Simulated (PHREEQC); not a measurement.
1 kg of water holding 1.6 mol/kgw Na2SO4 and 0.45 mol/kgw NaCl meets 20 L of dry gas (CO2 1 by moles) at fixed total pressure, at 10 °C; fugacities by Peng-Robinson. The gases take part in no redox reaction, some water evaporates into the gas, and hydrates or a liquid gas phase aren't modelled. Nothing may precipitate in this run.

All values are PHREEQC results (Pitzer model, pitzer.dat), not measurements.

```tsv
P (atm)	dissolved CO2 (all carbonate carbon) (mol/kgw)	φ of CO2	pH
1	0.0251	0.994	3.98
2	0.0497	0.987	?
3	?	0.981	3.75
5	0.121	0.968	?
7.5	?	0.952	?
10	0.231	0.936	?
15	0.332	0.905	3.42
20	0.424	0.874	3.37
```

What belongs in the gaps?


- 2, pH: 3.83
- 3, dissolved CO2 (all carbonate carbon) (mol/kgw): 0.0738
- 5, pH: 3.64
- 7.5, dissolved CO2 (all carbonate carbon) (mol/kgw): 0.177
- 7.5, pH: 3.56
- 10, pH: 3.50

Along this series the solution becomes supersaturated in solids that the run did not let form, among them Mirabilite. Species that the database lacks are ignored. In brines, pH and single-ion activities rest on the MacInnes convention. At this temperature some constants are extrapolated from 25 °C, and those without enthalpy data are left unchanged.
